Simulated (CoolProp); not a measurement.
The fluid at 298.15 K and 0.0657 MPa is compressed adiabatically to 0.173 MPa with isentropic efficiency 1. The same conditions are run with several fluids, on thermodynamics alone (safety and materials aside).

Values from CoolProp's reference Helmholtz-energy equation of state of each fluid (R1233zd(E): Akasaka 2022; fluoroethane (R161): Wu 2012; R142b: Lemmon 2006; normal hydrogen: Leachman 2009; CH3F (R41): Lemmon 2006).

```
fluid                work (kJ/kg)  final temperature (K)  final density (kg/m³)
-------------------  ------------  ---------------------  ---------------------
R1233zd(E)                   18.5                  323.6                   8.83
fluoroethane (R161)          52.7                  339.9                   2.99
R142b                        24.5                  328.5                   6.57
normal hydrogen              1370                  393.4                  0.107
CH3F (R41)                   77.9                  366.0                   1.95
```
